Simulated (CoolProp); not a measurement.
Vapour-liquid equilibrium of ethane (1) + n-butane (2) at 2.75 °C; x and y are mole fractions of (1).

Computed with CoolProp (multi-fluid Helmholtz-energy mixture model, Bücker 2006 and Bücker 2006; pair parameters Kunz 2012).

```tsv
x	bubble pressure (MPa)	y at the bubble point	dew pressure at overall composition x (MPa)	liquid density (mol/L)
0.05	0.2115	0.467	0.1204	10.45
0.15	0.4145	0.740	0.1343	10.80
0.25	0.6272	0.837	0.1519	11.16
0.35	0.8477	0.887	0.1746	11.52
0.45	1.075	0.918	0.2052	11.88
0.55	1.308	0.939	0.2487	12.23
0.65	1.549	0.955	0.3153	12.57
0.75	1.801	0.968	0.4301	12.87
0.85	2.071	0.981	0.6732	13.09
0.95	2.375	0.993	1.467	13.16
```

No azeotrope shows between x = 0.05 and 0.95.

The pair parameters rest on a limited set of measurements; away from them the model extrapolates.
